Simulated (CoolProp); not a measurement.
Methane at 293.15 K and 0.113 MPa is compressed adiabatically to 0.318 MPa with isentropic efficiency 0.8. Each further row changes one setting.

Values from CoolProp's reference Helmholtz-energy equation of state, Setzmann 1991.

```json
[
 {"case": "as stated", "work (kJ/kg)": "221", "final temperature (K)": "387.9", "final density (kg/m³)": "1.58"},
 {"case": "efficiency 1", "work (kJ/kg)": "177", "final temperature (K)": "370.0", "final density (kg/m³)": "1.66"},
 {"case": "efficiency 0.65", "work (kJ/kg)": "272", "final temperature (K)": "408.0", "final density (kg/m³)": "1.51"}
]
```
